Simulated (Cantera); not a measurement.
**Counterflow diffusion flame**

A counterflow diffusion flame at 0.503 atm, nozzles 20 mm apart: fuel side H₂ = 1 (molar parts) at 398 K, oxidiser side O₂ : N₂ = 0.22 : 0.78 (molar parts) at 348 K, fuel mass flux 0.28 times the oxidiser's; mixture-averaged transport, no radiation.

Detailed kinetics in Cantera: the H2/O2 subset of GRI-Mech 3.0, which has no nitrogen chemistry. The maximum strain rate includes the flame's own expansion and is several times the mean.

```
oxidiser flux (kg/m²/s)  max strain (1/s)  mean strain (1/s)  T max (K)  peak x OH  peak x H  peak x H₂O  peak x HO₂
-----------------------  ----------------  -----------------  ---------  ---------  --------  ----------  ----------
0.31                                  744                170       2236     0.0214    0.0289       0.275     8.20e-5
0.51                                 1160                280       2155     0.0208    0.0335       0.271    0.000101
0.84                                 1860                461       2063     0.0199    0.0385       0.268    0.000122
1.4                                  3030                768       1968     0.0186    0.0444       0.264    0.000147
2.3                                  4890               1260       1869     0.0169    0.0497       0.260    0.000173
3.8                                  8040               2090       1771     0.0150    0.0557       0.254    0.000204
6.4                                 13500               3510       1659     0.0126    0.0603       0.247    0.000241
```
x: mole fraction; the columns are a selection and need not sum to one.
